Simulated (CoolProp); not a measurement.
Vapour-liquid equilibrium of acetone (1) + ethanol (2) at 272.7 K; x and y are mole fractions of (1).

Computed with CoolProp (multi-fluid Helmholtz-energy mixture model, Lemmon 2006 and Schroeder 2014; pair parameters Bell 2016).

Task: Give the bubble pressure and the first vapour's composition at x = 0.125, 0.2, 0.725. Is there an azeotrope?

Result: x = 0.125: 0.003573 MPa, y = 0.614; x = 0.2: 0.004439 MPa, y = 0.710; x = 0.725: 0.007669 MPa, y = 0.912. No azeotrope shows between x = 0.05 and 0.95.

Pair parameters are fitted to limited data, so mixtures are less certain than the pure fluids.
